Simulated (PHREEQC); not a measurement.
Metal-bearing waste water

A solution holds 10 mmol/kgw ZnSO4, 0.6 mmol/kgw CuCl2, 29 mmol/kgw HCl, 0.18 mmol/kgw Na2SO4 and 46 mmol/kgw AlCl3, at 83 °C. Closed to the air; pH follows from the charge balance.

Computed with PHREEQC (ion-association model, phreeqc.dat).

This is a speciation only: nothing precipitates in the calculation.

Q: Estimate the pH, density, ionic strength.

A: pH 1.69; density 0.977 g/cm³; ionic strength 0.292 mol/kgw.

Q: In which forms is Cl present?

A: Cl- 97 %, ZnCl+ 2.5 % of the Cl.

Constants without temperature data keep their 25 °C values here.
